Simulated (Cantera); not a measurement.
What does this Cantera script print?

```python
import numpy as np
import cantera as ct

gas_names = [...]  # 110 gases of nasa_gas.yaml made of C, H, O
cond_names = """
    C(gr) C6H6(L) C7H8(L) C8H18(L),n-octa H2O(s) H2O(L)
""".split()


# ... load() reads the species with a 1 bar reference pressure and builds the phases ...
atoms = {
    'acetone': {'C': 3, 'H': 6, 'O': 1},
    'H2': {'H': 2},
}
top_T = {'C(gr)': 4500}  # K; cautious upper limits of use, not melting points


# ... equilibrate(T, P, feed) seeds the gas with the atoms and calls Mixture.equilibrate('TP', solver="vcs", rtol=1e-11, max_steps=5000) ...
results = []
feed = {'acetone': 1, 'H2': 14}  # mol
T = 548.15  # K
for P in [10, 72, 520, 3700, 27000, 190000, 1400000, 10000000]:
    mix = equilibrate(T, P, feed)
    results.append((T, P, feed, dict(zip(mix.species_names, mix.species_moles))))
    x = sorted(zip(gas.X, gas.species_names), reverse=True)
    print(f"T = {T:g} K  P = {P:g} Pa  gas = {mix.phase_moles(0):.4g} mol")
    print("   x: " + "  ".join(f"{s} {v:.3e}" for v, s in x if v > 1e-06))
    print("   condensed (mol): " + ("  ".join(f"{mix.phase(i).name} {mix.phase_moles(i):.4g}"
          for i in range(1, mix.n_phases) if mix.phase_moles(i) > 1e-12) or "none"))
```

Result:

```
T = 548.15 K  P = 10 Pa  gas = 16.52 mol
   x: H2 9.083e-01  H2O 4.659e-02  CH4 3.712e-02  CO2 5.990e-03  CO 1.967e-03
   condensed (mol): C(gr) 2.255
T = 548.15 K  P = 72 Pa  gas = 14.41 mol
   x: H2 7.505e-01  CH4 1.825e-01  H2O 6.429e-02  CO2 2.321e-03  CO 4.562e-04
   condensed (mol): C(gr) 0.3307
T = 548.15 K  P = 520 Pa  gas = 14 mol
   x: H2 7.145e-01  CH4 2.142e-01  H2O 7.125e-02  CO2 7.805e-05  CO 1.318e-05
   condensed (mol): none
T = 548.15 K  P = 3700 Pa  gas = 14 mol
   x: H2 7.143e-01  CH4 2.143e-01  H2O 7.142e-02  CO2 1.552e-06
   condensed (mol): none
T = 548.15 K  P = 27000 Pa  gas = 14 mol
   x: H2 7.143e-01  CH4 2.143e-01  H2O 7.143e-02
   condensed (mol): none
T = 548.15 K  P = 190000 Pa  gas = 14 mol
   x: H2 7.143e-01  CH4 2.143e-01  H2O 7.143e-02
   condensed (mol): none
T = 548.15 K  P = 1.4e+06 Pa  gas = 14 mol
   x: H2 7.143e-01  CH4 2.143e-01  H2O 7.143e-02
   condensed (mol): none
T = 548.15 K  P = 1e+07 Pa  gas = 14 mol
   x: H2 7.143e-01  CH4 2.143e-01  H2O 7.143e-02
   condensed (mol): none
```

Method: chemical equilibrium by Gibbs-energy minimisation in Cantera with the NASA 1993 tables (ideal gas, pure condensed phases). The feed counts by its element totals alone. The ideal-gas law is rough above about 30 bar.
